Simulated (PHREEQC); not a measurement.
**Leach liquor**

Dissolve 0.015 mol/kgw HCl, 0.0056 mol/kgw Li2SO4 and 0.056 mol/kgw Fe2(SO4)3 at 25 °C. Closed to the air; pH follows from the charge balance.

Computed with PHREEQC (ion-association model, phreeqc.dat).

Each row changes one thing in this solution. This is a speciation only: nothing precipitates in the calculation.

```json
[
 {"case": "as made", "pH": "2.25", "ionic strength (mol/kgw)": "0.182", "SO4-2 (mol/kgw)": "0.0390", "HSO4- (mol/kgw)": "0.00864"},
 {"case": "Fe2(SO4)3 from 0.056 to 0.084 mol/kgw", "pH": "2.27", "ionic strength (mol/kgw)": "0.254", "SO4-2 (mol/kgw)": "0.0537", "HSO4- (mol/kgw)": "0.0102"},
 {"case": "Fe2(SO4)3 from 0.056 to 0.0112 mol/kgw", "pH": "2.08", "ionic strength (mol/kgw)": "0.0619", "SO4-2 (mol/kgw)": "0.0116", "HSO4- (mol/kgw)": "0.00500"},
 {"case": "Li2SO4 replaced by Na2SO4 at the same molality", "pH": "2.25", "ionic strength (mol/kgw)": "0.182", "SO4-2 (mol/kgw)": "0.0390", "HSO4- (mol/kgw)": "0.00864"},
 {"case": "Li2SO4 from 0.0056 to 0.0084 mol/kgw", "pH": "2.26", "ionic strength (mol/kgw)": "0.188", "SO4-2 (mol/kgw)": "0.0407", "HSO4- (mol/kgw)": "0.00877"},
 {"case": "Fe2(SO4)3 replaced by NH4HSO4 at the same molality", "pH": "1.50", "ionic strength (mol/kgw)": "0.124", "SO4-2 (mol/kgw)": "0.0236", "HSO4- (mol/kgw)": "0.0325"}
]
```

Some of these states are supersaturated (in Hematite (slow to form), Goethite (slow to form), for instance).
